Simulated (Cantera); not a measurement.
A closed system holds: 1 mol SiCl4, 200 mol H2.

These are equilibrium values from Cantera (NASA tables, ideal gas, pure condensed phases), not measurements of a reactor. Candidate condensed phases: Si; 19 gas species. The tables' values for SiCl3 are old estimates. Kinetics and transport are ignored.

Stable condensed phases, one row left out:

```
T in °C \ P in Pa
            100    350   1300   4500  16000  56000 200000
    975       A      A      A      A      A      A      A
    950       A      A      A      A      A      A      A
    925       A      A      A      A      A      A      A
    900       A      A      A      A      A      A      A
    875       A      A      A      A      A      A      A
    850       A      A      A      A      A      A      A
    825       A      A      A      A      A      A      A
    800       A      A      A      A      A      A      A
    750       A      A      A      A      A      A      B
    725       A      A      A      A      A      A      B
    700       A      A      A      A      A      A      B
    675       A      A      A      A      A      B      B
    650       A      A      A      A      A      B      B
```

A: Si; B: gas only.

Give the row for 775 °C.

100: Si; 350: Si; 1300: Si; 4500: Si; 16000: Si; 56000: Si; 200000: Si.
